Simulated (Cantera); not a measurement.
Hydrocarbon pyrolysis for carbon deposition

An isothermal, constant-pressure homogeneous reactor starts with 43.5 % C₂H₄, 56.5 % H₂, at 1448 K and 2670 Pa.

Detailed kinetics in Cantera: GRI-Mech 3.0 (53 species, 325 reactions). GRI-Mech 3.0 was tuned for natural gas; its chemistry of ethylene as a main component is partial and can be far from experiment. GRI-Mech 3.0 stops at C3 and has no aromatics, soot or wall deposition, so with more carbon than oxygen in the feed, carbon stays in small species such as C2H2 where larger ones or solid carbon would form. Radical loss at walls, strong at low pressure, is not modelled.

```
t (s)      x C₂H₄   x H₂     x C₂H      x H     x CH₃    x C₂H₆
--------  -------  -----  --------  -------  --------  --------
1.00e-5     0.435  0.565    <1e-12  1.01e-9    <1e-12  5.93e-12
3.53e-5     0.435  0.565    <1e-12  3.13e-9    <1e-12  5.99e-11
0.000125    0.435  0.565    <1e-12  1.08e-8  1.64e-12  4.40e-10
0.000440    0.435  0.565    <1e-12  3.79e-8  1.61e-11   2.64e-9
0.00155     0.434  0.565    <1e-12  1.34e-7  1.30e-10   1.94e-8
0.00548     0.432  0.566  2.09e-12  4.81e-7   1.24e-9   1.83e-7
0.0193      0.424  0.568  3.20e-11  1.88e-6   1.25e-8   1.81e-6
0.0682      0.385  0.580  5.69e-10  7.08e-6   9.65e-8   1.22e-5
0.241       0.240  0.624   3.12e-9  1.07e-5   2.03e-7   1.39e-5
0.850      0.0408  0.684   1.00e-8  1.86e-5   4.44e-7   3.68e-6
3.00      0.00269  0.695   2.86e-8  4.91e-5   1.44e-6   3.72e-7
```
x: mole fraction; the columns are a selection and need not sum to one.

Equilibrium at this temperature and pressure: C₂H₄ 0.00264, H₂ 0.686, C₂H 2.76e-8, H 4.71e-5, CH₃ 1.73e-5, C₂H₆ 6.28e-7 (gas phase only).
